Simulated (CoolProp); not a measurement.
A simple Rankine cycle with chloromethane (R40): condensing at 293.15 K, boiler at 1.36 MPa, turbine inlet 346 K, turbine efficiency 0.7, pump efficiency 0.6, no recuperator. Each further row changes one setting.

The numbers come from the reference Helmholtz-energy equation of state, Thol 2014 in CoolProp.

```csv
case,thermal efficiency (%),net work (kJ/kg),heat in (kJ/kg),turbine exit temperature (K),volume ratio over the turbine
as stated,7.3,29.9,410,293.1,(withheld)
turbine inlet 366 K,7.6,32.7,(withheld),313.0,(withheld)
condensing temperature 285.15 K,8.7,(withheld),(withheld),285.1,3.10
boiler pressure 0.952 MPa,5.0,21.1,421,312.6,1.78
turbine efficiency 0.6,6.2,25.4,410,(withheld),2.52
```

Q: Fill in the missing entries.

A: 
- as stated, volume ratio over the turbine: 2.47
- turbine inlet 366 K, heat in (kJ/kg): 433
- turbine inlet 366 K, volume ratio over the turbine: 2.46
- condensing temperature 285.15 K, net work (kJ/kg): 36.9
- condensing temperature 285.15 K, heat in (kJ/kg): 422
- turbine efficiency 0.6, turbine exit temperature (K): 297.2

The expansion ends wet for: as stated; condensing temperature 285.15 K.
